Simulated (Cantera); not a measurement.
Thermodynamics of roasting and sulfation, feed FeS2 + SO3 + O2 + SO2

A closed system holds: 1 mol FeS2, 0.23 mol SO3, 9.1 mol O2, 4.7 mol SO2, equilibrated at 777 °C and 180000 Pa.

These are equilibrium values from Cantera (NASA tables, ideal gas, pure condensed phases), not measurements of a reactor. Candidate condensed phases: Fe, FeO, FeS, FeSO4, FeS2, Fe2O3, Fe2(SO4)3, Fe3O4, S; 12 gas species. Equilibrium is a limit: real reactors are often held back by kinetics, nucleation or transport.

```json
{
  "x(O2)": "0.411",
  "x(SO2)": "0.312",
  "x(SO3)": "0.277",
  "n(Fe2O3(s))": "0.500 mol",
  "gas_amount": "11.76 mol",
  "log10 activity of Fe(α) (absent)": "-13.57",
  "log10 activity of S(l) (absent)": "-14.78"
}
```
